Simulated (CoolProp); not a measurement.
Computed with CoolProp (reference Helmholtz-energy equation of state, Penoncello 2003).

Give the vapour pressure (bar), liquid cp (kJ/(kg K)), liquid conductivity (mW/(m K)) of saturated CHF3 (R23) at 226.8, 234.1, 241.5 K.


```
T (K)  p (bar)  liquid cp (kJ/(kg K))  liquid conductivity (mW/(m K))
-----  -------  ---------------------  ------------------------------
226.8     5.54                   1.34                             108
234.1     7.32                   1.38                             104
241.5     9.52                   1.42                            99.1
```

Thermal conductivity comes from a separate model (Shan 2000).
